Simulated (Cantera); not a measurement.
FeS2 + O2 + N2 + SO2 (roasting and sulfation)

Charge: 1 mol FeS2, a varied amount of O2, 19 mol N2, 3.5 mol SO2, equilibrated at 975 K and 11.0 bar.

Cantera equilibrium calculation (NASA polynomials, part measured and part estimated; ideal gas, pure solids and liquids). Candidate condensed phases: Fe, FeO, FeS, FeSO4, FeS2, Fe2O3, Fe2(SO4)3, Fe3O4, S; 19 gas species. FeS: taken at fixed stoichiometry. Gases not in the tables: S3 to S7. The numbers say what is thermodynamically allowed, not how fast it happens.

At 0.36 mol O2 the condensed part is FeS(s). From 0.88 mol O2 to 2.4 mol O2 the condensed part is FeS(s) + Fe3O4(s). From 3 mol O2 to 3.5 mol O2 the condensed part is Fe2O3(s) + Fe2(SO4)3(s). From 4 mol O2 to 4.5 mol O2 the condensed part is Fe2(SO4)3(s).

```tsv
n(O2) (mol)	log p N2	log p SO2	log p SO3	log p S2	log p O2	log p S2O	log p NO	log p SO	n FeS(s)	n Fe3O4(s)	n Fe2O3(s)	n Fe2(SO4)3(s)
0.36	0.96	0.26	-6.78	-0.86	<-10	-1.74	<-10	-4.43	1.00	0	0	0
0.88	0.95	0.31	-6.57	-1.42	<-10	-2.14	<-10	-4.54	0.960	0.0134	0	0
1.4	0.94	0.33	-6.54	-1.40	<-10	-2.11	<-10	-4.53	0.641	0.120	0	0
1.9	0.94	0.35	-6.51	-1.38	<-10	-2.09	<-10	-4.51	0.334	0.222	0	0
2.4	0.93	0.37	-6.49	-1.36	<-10	-2.07	<-10	-4.50	0.0279	0.324	0	0
3	0.93	0.35	-0.73	<-10	-2.95	<-10	-5.25	-10.29	0	0	0.471	0.0288
3.5	0.95	0.27	-0.73	<-10	-2.79	<-10	-5.16	-10.45	0	0	0.133	0.367
4	0.96	0.17	-0.35	<-10	-1.81	<-10	-4.66	<-10	0	0	0	0.500
4.5	0.96	0.05	-0.11	<-10	-1.08	<-10	-4.30	<-10	0	0	0	0.500
```
log p: log10 of the partial pressure in bar; n: condensed amount in mol.
